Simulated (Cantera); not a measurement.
Charge: 1 mol SiCl₄, 0.85 mol Cl₂, a varied amount of H₂, held at 1373.15 K and 0.0920 bar.

Equilibrium computed with Cantera from the NASA thermochemical tables; the gas is ideal and each condensed phase is pure. Candidate condensed phases: Si; 19 gas species. The numbers say what is thermodynamically allowed, not how fast it happens.

Problem. Which condensed phases are stable at each of these points (n(H₂) (mol)): 6.7, 10, 16, 26, 41, 64, 100, 160, 250, 390?

Solution. 
| n(H₂) (mol) | condensed phases | Si condensed (%) |
|---|---|---|
| 6.7 | gas only | 0.0 |
| 10 | gas only | 0.0 |
| 16 | gas only | 0.0 |
| 26 | gas only | 0.0 |
| 41 | gas only | 0.0 |
| 64 | Si(s) | 16.1 |
| 100 | Si(s) | 36.2 |
| 160 | Si(s) | 54.5 |
| 250 | Si(s) | 68.2 |
| 390 | Si(s) | 78.4 |

From 6.7 mol H₂ to 41 mol H₂ nothing is condensed. From 64 mol H₂ to 390 mol H₂ the condensed part is Si(s).
